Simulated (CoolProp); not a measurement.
Nitrogen at 293.15 K and 0.272 MPa flows at 6.6 m/s in a round tube of 50 mm bore and 0.25 µm roughness, fully developed (64/Re and Nu = 3.66 if laminar; Colebrook and Gnielinski if turbulent). Each further row changes one setting.

The numbers come from the reference Helmholtz-energy equation of state, Span 2000 in CoolProp.

| case | Reynolds number | Darcy friction factor | pressure drop (Pa/m) | heat-transfer coefficient (W/(m² K)) | mass flow (kg/h) |
|---|---|---|---|---|---|
| as stated | 58700 | 0.0202 | 27.5 | 61.2 | 146 |
| velocity 13.2 m/s | 117000 | 0.0174 | 95.0 | 105 | 292 |
| diameter 100 mm | 117000 | 0.0174 | 11.9 | 52.7 | 584 |

Viscosity comes from a separate model (Lemmon 2004). Thermal conductivity comes from a separate model (Lemmon 2004).
